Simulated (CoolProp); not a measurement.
Values from CoolProp's reference Helmholtz-energy equation of state, Lemmon 2006. It is a short technical equation, of lower accuracy than the large ones.

**Question.** Give the vapour pressure (MPa), vapour density (kg/m³), liquid cp (kJ/(kg K)), surface tension (mN/m) of saturated C3F8 (R218) at 266.6, 293.6, 307.1 K.

**Answer.** 
```
T (K)  p (MPa)  vapour density (kg/m³)  liquid cp (kJ/(kg K))  surface tension (mN/m)
-----  -------  ----------------------  ---------------------  ----------------------
266.6    0.333                    32.1                   1.05                    7.05
293.6    0.766                    74.9                   1.15                    4.21
307.1     1.10                     112                   1.23                    2.90
```

Surface tension comes from a separate correlation (Mulero 2012).
